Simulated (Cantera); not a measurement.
A closed system holds: 1 mol SiH2Cl2, 0.16 mol C3H8, 94 mol H2, equilibrated at 0.00120 bar.

Method: chemical equilibrium by Gibbs-energy minimisation in Cantera with the NASA 1993 tables (ideal gas, pure condensed phases). Candidate condensed phases: C, C6H6, C7H8, C8H18, Si, SiC; 109 gas species. Mutual solubility and eutectic melting of coexisting phases are not modelled. The tables' values for SiCl, SiCl3 are old estimates; treat these amounts as uncertain. Gases not in the tables: Si2H6 and higher silanes. Kinetics and transport are ignored.

x: gas mole fraction; n: condensed amount in mol.

```csv
T (°C),x H2,x H,x HCl,x Si,x C2H2 (acetylene),x Cl,n Si(s),n SiC(s),n Si(l),n C(graphite)
725,0.982,6.15e-8,0.0168,<1e-12,<1e-12,9.82e-10,0.395,0.480,0,0
825,0.980,7.07e-7,0.0189,1.80e-11,<1e-12,1.22e-8,0.438,0.480,0,0
925,0.980,5.43e-6,0.0189,1.07e-9,<1e-12,9.09e-8,0.435,0.480,0,0
1025,0.980,3.06e-5,0.0188,3.39e-8,4.69e-12,4.95e-7,0.427,0.480,0,0
1125,0.980,0.000135,0.0186,6.49e-7,5.43e-11,2.11e-6,0.419,0.480,0,0
1225,0.980,0.000491,0.0184,8.36e-6,4.51e-10,7.45e-6,0.411,0.480,0,0
1325,0.979,0.00152,0.0183,7.79e-5,2.87e-9,2.25e-5,0.396,0.480,0,0
1425,0.976,…,0.0181,…,…,…,0,0.480,…,0
1525,0.968,0.01000,0.0181,0.00257,9.51e-8,0.000143,0,0.477,0.134,0
1625,0.953,…,0.0190,…,…,…,0,0.472,0,0
1725,0.930,0.0447,0.0191,0.00496,0.000106,0.000682,0,0.439,0,0
1825,0.886,0.0836,0.0181,0.00828,0.00126,0.00126,0,0,0,0.0794
```

Fill in the missing entries.


- 1425, x H: 0.00412
- 1425, x Si: 0.000547
- 1425, x C2H2 (acetylene): 1.52e-8
- 1425, x Cl: 5.95e-5
- 1425, n Si(l): 0.339
- 1625, x H: 0.0220
- 1625, x Si: 0.00444
- 1625, x C2H2 (acetylene): 2.59e-6
- 1625, x Cl: 0.000331
